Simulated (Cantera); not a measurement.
Cantera run, input and output.

```python
import numpy as np
import cantera as ct

gas = ct.Solution("gri30.yaml")
gas.TPX = 1825, 6100, {'NO': 1, 'N2': 2.8}
reactor = ct.IdealGasConstPressureReactor(gas, energy="off", clone=False)
net = ct.ReactorNet([reactor])
net.rtol, net.atol = 1e-08, 1e-18
show = ['NO', 'O', 'N2O', 'NO2', 'N2', 'O2']
times = np.geomspace(0.0008, 300, 13)

steps = ct.SolutionArray(gas, extra=["t"])
rows = []
print(f"{'t/s':>10s}{'T/K':>9s}{'P/Pa':>11s}" + "".join(f"{s:>11s}" for s in show))
for t in times:
    while net.time < t:
        t_next = net.step()
        steps.append(gas.state, t=t_next)
    rows.append([np.interp(t, steps.t, y) for y in (steps.T, steps.P, *steps(*show).X.T)])
    print(f"{t:10.3e}{rows[-1][0]:9.1f}{rows[-1][1]:11.4g}" + "".join(f"{x:11.3e}" for x in rows[-1][2:]))
rate = np.gradient(steps.T, steps.t)
print("integrator steps:", len(steps.t))
if steps.T.max() > steps.T[0] + 200:
    print(f"time of steepest temperature rise: {steps.t[rate.argmax()]:.4e} s")
gas.TPX = 1825, 6100, {'NO': 1, 'N2': 2.8}
gas.equilibrate("TP")
print(f"equilibrium (TP): T = {gas.T:.1f} K  " + "  ".join(f"{s} {gas[s].X[0]:.3e}" for s in show))
```

Output:

```
       t/s      T/K       P/Pa         NO          O        N2O        NO2         N2         O2
 8.000e-04   1825.0       6100  2.632e-01  9.504e-07  9.591e-07  4.134e-08  7.368e-01  3.726e-09
 2.331e-03   1825.0       6100  2.632e-01  2.669e-06  2.707e-06  3.066e-07  7.368e-01  3.153e-08
 6.794e-03   1825.0       6100  2.631e-01  7.402e-06  7.198e-06  1.867e-06  7.368e-01  2.950e-07
 1.980e-02   1825.0       6100  2.631e-01  2.059e-05  1.627e-05  7.809e-06  7.369e-01  3.763e-06
 5.769e-02   1825.0       6100  2.630e-01  3.882e-05  2.562e-05  1.580e-05  7.369e-01  4.336e-05
 1.681e-01   1825.0       6100  2.626e-01  4.237e-05  2.751e-05  1.730e-05  7.371e-01  2.158e-04
 4.899e-01   1825.0       6100  2.616e-01  4.485e-05  2.724e-05  1.860e-05  7.376e-01  7.303e-04
 1.428e+00   1825.0       6100  2.585e-01  5.138e-05  2.642e-05  2.194e-05  7.391e-01  2.248e-03
 4.160e+00   1825.0       6100  2.495e-01  6.684e-05  2.420e-05  2.933e-05  7.436e-01  6.768e-03
 1.212e+01   1825.0       6100  2.230e-01  9.830e-05  1.871e-05  4.116e-05  7.569e-01  2.000e-02
 3.533e+01   1825.0       6100  1.561e-01  1.497e-04  8.731e-06  4.612e-05  7.903e-01  5.340e-02
 1.029e+02   1825.0       6100  5.598e-02  2.028e-04  1.108e-06  2.304e-05  8.403e-01  1.035e-01
 3.000e+02   1825.0       6100  8.756e-03  2.233e-04  7.575e-08  4.000e-06  8.639e-01  1.271e-01
integrator steps: 980
equilibrium (TP): T = 1825.0 K  NO 3.738e-03  O 2.253e-04  N2O 5.545e-08  NO2 1.725e-06  N2 8.665e-01  O2 1.296e-01
```

Model: GRI-Mech 3.0 (53 species, 325 reactions), integrated in Cantera.
